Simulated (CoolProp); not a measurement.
Chlorine at 233.1 K and 12.3 MPa is throttled through a valve to 5.44 MPa with no heat exchange. Each further row changes one setting.

Computed with CoolProp (reference Helmholtz-energy equation of state, Thol 2021).

```csv
case,temperature change (K),final density (kg/m³)
as stated,+2.8,1580
outlet pressure 1.63 MPa,+4.4,1570
outlet pressure 7.07 MPa,+2.2,1590
```
